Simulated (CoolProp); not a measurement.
Vapour-liquid equilibrium of isobutane (1) + isobutene (2) at 4.38 bar; x and y are mole fractions of (1).

Values from CoolProp's multi-fluid Helmholtz-energy mixture model, Bücker 2006 and Lemmon 2005; pair parameters Bell 2016.

| x | bubble temperature (°C) | y at the bubble point | dew temperature at overall composition x (°C) | liquid density (mol/L) |
|---|---|---|---|---|
| 0.05 | 37.1 | 0.058 | 37.2 | 10.15 |
| 0.2 | 36.2 | 0.223 | 36.3 | 10.01 |
| 0.35 | 35.3 | 0.379 | 35.5 | 9.871 |
| 0.5 | 34.6 | 0.528 | 34.7 | 9.735 |
| 0.65 | 34.0 | 0.672 | 34.1 | 9.601 |
| 0.8 | 33.4 | 0.813 | 33.5 | 9.471 |
| 0.95 | 33.0 | 0.953 | 33.0 | 9.344 |

No azeotrope shows between x = 0.05 and 0.95.

Pair parameters are fitted to limited data, so mixtures are less certain than the pure fluids.
